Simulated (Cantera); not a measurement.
# Hydrocarbon pyrolysis for carbon deposition

An isothermal, constant-pressure homogeneous reactor starts with C2H6 : N2 = 1 : 190 (molar parts), at 1850 K and 100.0 Torr.

Model: GRI-Mech 3.0 (53 species, 325 reactions), integrated in Cantera. GRI-Mech 3.0 stops at C3 and has no aromatics, soot or wall deposition, so with more carbon than oxygen in the feed, carbon stays in small species such as C2H2 where larger ones or solid carbon would form.

```csv
t (s),x C2H6,x C2H,x C2H4,x CH2,x CH3,x C2H2,x HCN
5.00e-5,0.00218,2.66e-8,0.000653,2.83e-5,0.00434,2.71e-5,1.02e-6
0.000293,1.25e-5,3.82e-6,0.00113,2.70e-5,0.00117,0.00310,5.23e-5
0.00172,2.91e-7,1.64e-6,4.41e-5,4.56e-6,0.000184,0.00483,9.37e-5
0.0101,2.89e-8,8.77e-7,3.16e-6,9.23e-7,5.48e-5,0.00501,0.000114
0.0592,3.15e-9,6.83e-7,4.44e-7,2.48e-7,1.78e-5,0.00507,0.000130
0.347,8.50e-11,7.29e-7,1.25e-7,4.48e-8,2.93e-6,0.00510,0.000153
2.04,<1e-12,7.97e-7,1.16e-7,1.77e-9,1.04e-7,0.00510,0.000163
11.9,<1e-12,8.03e-7,1.16e-7,5.01e-10,2.93e-8,0.00510,0.000164
70.0,<1e-12,8.02e-7,1.16e-7,4.53e-10,2.65e-8,0.00510,0.000166
```
x: mole fraction; the columns are a selection and need not sum to one.

Equilibrium at this temperature and pressure: C2H6 <1e-12, C2H 3.89e-8, C2H4 5.62e-9, CH2 4.43e-10, CH3 2.58e-8, C2H2 0.000247, HCN 0.00987 (gas phase only).
